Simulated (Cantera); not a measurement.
# Gas activation for diamond growth

A perfectly stirred reactor is fed with 0.375 % CH₄, 98.7 % H₂, 0.967 % O₂, equivalence ratio 52, at 0.0132 atm; it is held at 2300 K, and followed from long to short residence time.

Computed with Cantera and GRI-Mech 3.0 (53 species, 325 reactions). Radical loss at walls, strong at low pressure, is not modelled.

| τ (s) | x CH₄ | x H₂ | x O₂ | x C₂H₂ | x H₂O₂ |
|---|---|---|---|---|---|
| 1.4 | 1.00e-5 | 0.926 | 5.35e-7 | 2.09e-6 | 2.80e-12 |
| 0.58 | 4.90e-5 | 0.939 | 1.60e-6 | 2.84e-5 | 7.50e-12 |
| 0.23 | 0.000169 | 0.947 | 4.96e-6 | 0.000187 | 2.73e-11 |
| 0.094 | 0.000387 | 0.951 | 1.41e-5 | 0.000484 | 9.07e-11 |
| 0.038 | 0.000735 | 0.954 | 3.98e-5 | 0.000690 | 2.93e-10 |
| 0.015 | 0.00124 | 0.956 | 0.000113 | 0.000638 | 9.34e-10 |
| 0.0062 | 0.00180 | 0.958 | 0.000297 | 0.000422 | 2.71e-9 |
x: mole fraction; the columns are a selection and need not sum to one.
